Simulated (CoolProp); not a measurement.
Properties of sulfur dioxide along the isobar 106 bar (Tc = 430.6 K, pc = 78.87 bar, ω = 0.256).

Computed with CoolProp (reference Helmholtz-energy equation of state, Gao 2016).

```tsv
T (K)	phase	Z	cv (kJ/(kg K))	Joule-Thomson coefficient (K/MPa)	isothermal compressibility (1/MPa)
369.5	liquid	0.1882	0.7912	0.06872	0.004006
391.7	liquid	0.1917	0.7936	(withheld)	0.006682
414	liquid	0.2020	(withheld)	0.8005	0.01392
436.2	supercritical	0.2341	0.8507	2.267	(withheld)
458.4	supercritical	(withheld)	0.8604	7.357	0.2778
480.6	supercritical	0.6075	0.7570	7.705	0.1696
502.8	supercritical	(withheld)	0.7122	7.139	(withheld)
525	supercritical	0.7541	0.6906	6.508	0.1258
```

Task: Complete the blanks.

Result: 
- 391.7, Joule-Thomson coefficient (K/MPa): 0.3106
- 414, cv (kJ/(kg K)): 0.8067
- 436.2, isothermal compressibility (1/MPa): 0.05508
- 458.4, Z: 0.4466
- 502.8, Z: 0.6947
- 502.8, isothermal compressibility (1/MPa): 0.1397
